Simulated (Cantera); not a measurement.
## (CH3)2SiCl2 + CH4 + H2 (silicon carbide growth)

A closed system holds: 1 mol (CH3)2SiCl2, 2.9 mol CH4, 46 mol H2, at 1.00 bar.

These are equilibrium values from Cantera (NASA tables, ideal gas, pure condensed phases), not measurements of a reactor. Candidate condensed phases: C, C6H6, C7H8, C8H18, Si, SiC; 109 gas species. The feed counts by its element totals alone. The tables' values for SiCl are old estimates; treat these amounts as uncertain. Gases not in the tables: Si2H6 and higher silanes. Equilibrium is a limit: real reactors are often held back by kinetics, nucleation or transport.

From 2098 K to 2423 K the condensed part is C(graphite) + SiC(s). The main Si-bearing gas is SiCl2 at 2098 K and Si at 2423 K. The share of Si in condensed phases is highest at 2098 K (98.6 %) and lowest at 2423 K (91.3 %).

```json
[
 {"T (K)": "2098", "x H2": "0.960", "x HCl": "0.0353", "x H": "0.00301", "x C2H2 (acetylene)": "0.00137", "x Si": "1.01e-5", "x Cl": "8.16e-5", "x SiCl2": "0.000215", "x CH4": "0.000305", "n C(graphite)": "3.74", "n SiC(s)": "0.986"},
 {"T (K)": "2123", "x H2": "0.959", "x HCl": "0.0352", "x H": "0.00351", "x C2H2 (acetylene)": "0.00159", "x Si": "1.43e-5", "x Cl": "9.47e-5", "x SiCl2": "0.000227", "x CH4": "0.000287", "n C(graphite)": "3.72", "n SiC(s)": "0.984"},
 {"T (K)": "2148", "x H2": "0.958", "x HCl": "0.0352", "x H": "0.00408", "x C2H2 (acetylene)": "0.00183", "x Si": "2.01e-5", "x Cl": "0.000110", "x SiCl2": "0.000240", "x CH4": "0.000271", "n C(graphite)": "3.69", "n SiC(s)": "0.983"},
 {"T (K)": "2173", "x H2": "0.957", "x HCl": "0.0351", "x H": "0.00472", "x C2H2 (acetylene)": "0.00211", "x Si": "2.79e-5", "x Cl": "0.000126", "x SiCl2": "0.000252", "x CH4": "0.000256", "n C(graphite)": "3.67", "n SiC(s)": "0.981"},
 {"T (K)": "2198", "x H2": "0.956", "x HCl": "0.0351", "x H": "0.00545", "x C2H2 (acetylene)": "0.00242", "x Si": "3.86e-5", "x Cl": "0.000145", "x SiCl2": "0.000265", "x CH4": "0.000241", "n C(graphite)": "3.63", "n SiC(s)": "0.979"},
 {"T (K)": "2223", "x H2": "0.955", "x HCl": "0.0350", "x H": "0.00626", "x C2H2 (acetylene)": "0.00277", "x Si": "5.29e-5", "x Cl": "0.000166", "x SiCl2": "0.000278", "x CH4": "0.000228", "n C(graphite)": "3.60", "n SiC(s)": "0.976"},
 {"T (K)": "2248", "x H2": "0.954", "x HCl": "0.0349", "x H": "0.00717", "x C2H2 (acetylene)": "0.00316", "x Si": "7.20e-5", "x Cl": "0.000190", "x SiCl2": "0.000291", "x CH4": "0.000216", "n C(graphite)": "3.56", "n SiC(s)": "0.973"},
 {"T (K)": "2273", "x H2": "0.952", "x HCl": "0.0348", "x H": "0.00820", "x C2H2 (acetylene)": "0.00359", "x Si": "9.73e-5", "x Cl": "0.000216", "x SiCl2": "0.000305", "x CH4": "0.000205", "n C(graphite)": "3.51", "n SiC(s)": "0.969"},
 {"T (K)": "2298", "x H2": "0.951", "x HCl": "0.0347", "x H": "0.00934", "x C2H2 (acetylene)": "0.00407", "x Si": "0.000131", "x Cl": "0.000246", "x SiCl2": "0.000318", "x CH4": "0.000194", "n C(graphite)": "3.46", "n SiC(s)": "0.964"},
 {"T (K)": "2323", "x H2": "0.949", "x HCl": "0.0346", "x H": "0.0106", "x C2H2 (acetylene)": "0.00459", "x Si": "0.000174", "x Cl": "0.000278", "x SiCl2": "0.000332", "x CH4": "0.000184", "n C(graphite)": "3.41", "n SiC(s)": "0.958"},
 {"T (K)": "2348", "x H2": "0.947", "x HCl": "0.0345", "x H": "0.0120", "x C2H2 (acetylene)": "0.00517", "x Si": "0.000231", "x Cl": "0.000314", "x SiCl2": "0.000346", "x CH4": "0.000175", "n C(graphite)": "3.35", "n SiC(s)": "0.950"},
 {"T (K)": "2373", "x H2": "0.945", "x HCl": "0.0344", "x H": "0.0136", "x C2H2 (acetylene)": "0.00581", "x Si": "0.000305", "x Cl": "0.000354", "x SiCl2": "0.000360", "x CH4": "0.000166", "n C(graphite)": "3.28", "n SiC(s)": "0.941"},
 {"T (K)": "2398", "x H2": "0.942", "x HCl": "0.0343", "x H": "0.0153", "x C2H2 (acetylene)": "0.00651", "x Si": "0.000400", "x Cl": "0.000397", "x SiCl2": "0.000374", "x CH4": "0.000158", "n C(graphite)": "3.21", "n SiC(s)": "0.929"},
 {"T (K)": "2423", "x H2": "0.939", "x HCl": "0.0342", "x H": "0.0172", "x C2H2 (acetylene)": "0.00727", "x Si": "0.000521", "x Cl": "0.000445", "x SiCl2": "0.000388", "x CH4": "0.000151", "n C(graphite)": "3.13", "n SiC(s)": "0.913"}
]
```
x: gas mole fraction; n: condensed amount in mol.
